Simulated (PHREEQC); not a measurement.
A PHREEQC input (ion-association model, phreeqc.dat):

```
SOLUTION 1
  temp 25
  units mg/L
  pH 5.93
  pe 8.4
  Na 0.0697
  K 0.0054
  Ca 0.0299
  Mg 0.0363
  Cl 0.0732 charge
  Li 0.1 charge
  S(6) 0.0602 as SO4
  Alkalinity 0.262 as HCO3
  Cd 0.000873
  B 0.000222
END
USE solution 1
EQUILIBRIUM_PHASES 1
  Gypsum 0 0
  CO2(g) -2 10
END
```

It stops with these messages:

```
ERROR: Charge balance specified for more than one species.
ERROR: Program terminating due to input errors.
```

The fault: two constituents marked charge. The line should read `Cl 0.0732` where the input has `Cl 0.0732 charge / Li 0.1 charge`. With the mend the run ends at pH 4.99 and ionic strength 2.09e-5 mol/kgw.
